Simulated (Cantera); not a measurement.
**Silicon epitaxy and polysilicon growth: SiCl4 + N2**

A closed system holds: 1 mol SiCl4, 3.8 mol N2, at 440 Pa.

Cantera equilibrium calculation (NASA polynomials, part measured and part estimated; ideal gas, pure solids and liquids). Candidate condensed phases: Si, Si3N4; 13 gas species. The tables' values for SiCl3 are old estimates; treat these amounts as uncertain. The numbers say what is thermodynamically allowed, not how fast it happens.

From 825 °C to 1100 °C nothing is condensed. The main Si-bearing gas is SiCl4 throughout.

```json
[
 {"T (°C)": "825", "x N2": "0.792", "x SiCl4": "0.208", "x Cl": "2.75e-5", "x SiCl3": "3.04e-5", "x SiCl2": "6.24e-8", "x Cl2": "1.52e-6"},
 {"T (°C)": "850", "x N2": "0.792", "x SiCl4": "0.208", "x Cl": "4.47e-5", "x SiCl3": "4.88e-5", "x SiCl2": "1.42e-7", "x Cl2": "2.19e-6"},
 {"T (°C)": "875", "x N2": "0.792", "x SiCl4": "0.208", "x Cl": "7.11e-5", "x SiCl3": "7.67e-5", "x SiCl2": "3.12e-7", "x Cl2": "3.10e-6"},
 {"T (°C)": "900", "x N2": "0.792", "x SiCl4": "0.208", "x Cl": "0.000111", "x SiCl3": "0.000118", "x SiCl2": "6.61e-7", "x Cl2": "4.31e-6"},
 {"T (°C)": "925", "x N2": "0.792", "x SiCl4": "0.208", "x Cl": "0.000170", "x SiCl3": "0.000179", "x SiCl2": "1.36e-6", "x Cl2": "5.92e-6"},
 {"T (°C)": "950", "x N2": "0.791", "x SiCl4": "0.208", "x Cl": "0.000255", "x SiCl3": "0.000266", "x SiCl2": "2.71e-6", "x Cl2": "8.03e-6"},
 {"T (°C)": "975", "x N2": "0.791", "x SiCl4": "0.208", "x Cl": "0.000378", "x SiCl3": "0.000389", "x SiCl2": "5.26e-6", "x Cl2": "1.08e-5"},
 {"T (°C)": "1000", "x N2": "0.791", "x SiCl4": "0.208", "x Cl": "0.000552", "x SiCl3": "0.000561", "x SiCl2": "9.92e-6", "x Cl2": "1.42e-5"},
 {"T (°C)": "1025", "x N2": "0.791", "x SiCl4": "0.207", "x Cl": "0.000794", "x SiCl3": "0.000795", "x SiCl2": "1.82e-5", "x Cl2": "1.87e-5"},
 {"T (°C)": "1050", "x N2": "0.791", "x SiCl4": "0.207", "x Cl": "0.00113", "x SiCl3": "0.00111", "x SiCl2": "3.26e-5", "x Cl2": "2.43e-5"},
 {"T (°C)": "1075", "x N2": "0.790", "x SiCl4": "0.206", "x Cl": "0.00158", "x SiCl3": "0.00153", "x SiCl2": "5.70e-5", "x Cl2": "3.13e-5"},
 {"T (°C)": "1100", "x N2": "0.790", "x SiCl4": "0.206", "x Cl": "0.00220", "x SiCl3": "0.00208", "x SiCl2": "9.74e-5", "x Cl2": "4.01e-5"}
]
```
x: gas mole fraction; nothing condenses.
